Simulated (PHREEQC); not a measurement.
Dissolve 0.032 mol Na2SeO4 per kg of water at 25 °C. Closed to the air; pH follows from the charge balance.

Equilibrium calculation in PHREEQC: ion-association model, wateq4f.dat.

This is a speciation only: nothing precipitates in the calculation.

### Question
Estimate the pH.

### Answer
pH 7.08.

Species that the database lacks are ignored.
